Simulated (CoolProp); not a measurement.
Vapour-liquid equilibrium of R143a (1) + dimethyl ether (2) at 186.8 K; x and y are mole fractions of (1).

The numbers come from the multi-fluid Helmholtz-energy mixture model, Lemmon and Jacobsen 2000 and Wu 2011; pair parameters Bell 2016 in CoolProp.

| x | bubble pressure, mixture model (MPa) | bubble pressure, Raoult's law (MPa) | y, mixture model | y, Raoult's law |
|---|---|---|---|---|
| 0.05 | 0.002933 | 0.002786 | 0.220 | 0.180 |
| 0.2 | 0.004342 | 0.003928 | 0.550 | 0.510 |
| 0.35 | [?] | 0.005070 | [?] | 0.692 |
| 0.5 | 0.006655 | 0.006212 | [?] | 0.806 |
| 0.65 | [?] | 0.007354 | [?] | 0.886 |
| 0.8 | [?] | 0.008496 | [?] | 0.943 |
| 0.95 | 0.009678 | 0.009639 | [?] | 0.988 |

### Question
Some entries are withheld; supply them.

### Answer

- 0.35, bubble pressure, mixture model (MPa): 0.005561
- 0.35, y, mixture model: 0.707
- 0.5, y, mixture model: 0.805
- 0.65, bubble pressure, mixture model (MPa): 0.007679
- 0.65, y, mixture model: 0.875
- 0.8, bubble pressure, mixture model (MPa): 0.008675
- 0.8, y, mixture model: 0.933
- 0.95, y, mixture model: 0.984

The largest gap from Raoult's law is +10.5 % in bubble pressure, at x = 0.2. No azeotrope shows between x = 0.05 and 0.95.

Pair parameters are fitted to limited data, so mixtures are less certain than the pure fluids.
